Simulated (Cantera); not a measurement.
Input (Python, Cantera) and output of one run.

```python
import numpy as np
import cantera as ct

gas_names = """
    H HO2 H2 H2O H2O2 Hg O OH O2 O3
""".split()
cond_names = """
    H2O(s) H2O(L) Hg(cr) Hg(L) HgO(s)
""".split()


# ... load() reads the species with a 1 bar reference pressure and builds the phases ...
atoms = {
    'HgO': {'Hg': 1, 'O': 1},
    'O2': {'O': 2},
    'H2': {'H': 2},
}
top_T = {}  # K; cautious upper limits of use, not melting points


# ... equilibrate(T, P, feed) seeds the gas with the atoms and calls Mixture.equilibrate('TP', solver="vcs", rtol=1e-11, max_steps=5000) ...
results = []
feed = {'HgO': 1, 'O2': 0.15, 'H2': 5}  # mol
T = 700  # K
P = 100000  # Pa
mix = equilibrate(T, P, feed)
results.append((T, P, feed, dict(zip(mix.species_names, mix.species_moles))))
print(gas.report(threshold=1e-06))
for i in range(1, mix.n_phases):
    print(f"{mix.phase(i).name:16s} {mix.phase_moles(i):12.5e} mol")
```

Output:

```
       temperature   700 K
          pressure   1e+05 Pa
           density   0.66285 kg/m^3
  mean mol. weight   38.578 kg/kmol
   phase of matter   gas

                          1 kg             1 kmol
                     ---------------   ---------------
          enthalpy       -7.8935e+05       -3.0452e+07  J
   internal energy       -9.4022e+05       -3.6272e+07  J
           entropy            4748.6        1.8319e+05  J/K
    Gibbs function       -4.1134e+06       -1.5869e+08  J
 heat capacity c_p            769.52             29687  J/K
 heat capacity c_v               554             21372  J/K

                      mass frac. Y      mole frac. X     chem. pot. / RT
                     ---------------   ---------------   ---------------
                H2          0.032225           0.61667           -17.181
               H2O           0.10118           0.21667           -66.948
                Hg            0.8666           0.16667           -12.988
     [   +7 minor]        5.1887e-16        1.9849e-14

Hg(L)             0.00000e+00 mol
HgO(s)            0.00000e+00 mol
```

Equilibrium computed with Cantera from the NASA thermochemical tables; the gas is ideal and each condensed phase is pure.
